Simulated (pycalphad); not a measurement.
CALPHAD calculation (pycalphad, COST 507 light-alloy database (1999)), 1 atm. These are 1990s assessments: newer ones move some temperatures and phases. Kinetics are ignored, which matters at the lower temperatures.

Si-93.92Y (wt.%): equilibrium cooling sequence

```tsv
T (K)	phases above	phases below
1858.8	LIQUID	LIQUID + SI3Y5
1527.9	LIQUID + SI3Y5	HCP_A3 + SI3Y5
```

Changes were sought between steps of 75 K, so a narrower field can be missed.

Database names, with the compositions (at.%) that they take in these runs: SI3Y5: Y 62 Si 37. HCP_A3 is hcp.
